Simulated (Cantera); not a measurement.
Feed: 1 mol SiH4, 0.0069 mol C2H2, 4.2 mol H2, at 1.00 bar.

Equilibrium computed with Cantera from the NASA thermochemical tables; the gas is ideal and each condensed phase is pure. Candidate condensed phases: C, C6H6, C7H8, C8H18, Si, SiC; 87 gas species. Mutual solubility and eutectic melting of coexisting phases are not modelled. Gases not in the tables: Si2H6 and higher silanes. The numbers say what is thermodynamically allowed, not how fast it happens.

**Question.** Which condensed phases are stable at each of these points (T (K)): 1250, 1350, 1450, 1550, 1650, 1750, 1850, 1950, 2050, 2150, 2250, 2350, 2450?

**Answer.** 
```
T (K)  condensed phases  Si condensed (%)
-----  ----------------  ----------------
1250     Si(s) + SiC(s)             100.0
1350     Si(s) + SiC(s)             100.0
1450     Si(s) + SiC(s)             100.0
1550     Si(s) + SiC(s)             100.0
1650     Si(s) + SiC(s)             100.0
1750     Si(l) + SiC(s)             100.0
1850     Si(l) + SiC(s)             100.0
1950     Si(l) + SiC(s)              99.9
2050     Si(l) + SiC(s)              99.8
2150     Si(l) + SiC(s)              99.6
2250     Si(l) + SiC(s)              99.2
2350     Si(l) + SiC(s)              98.2
2450     Si(l) + SiC(s)              96.2
```

From 1250 K to 1650 K the condensed part is Si(s) + SiC(s). From 1750 K to 2450 K the condensed part is Si(l) + SiC(s).
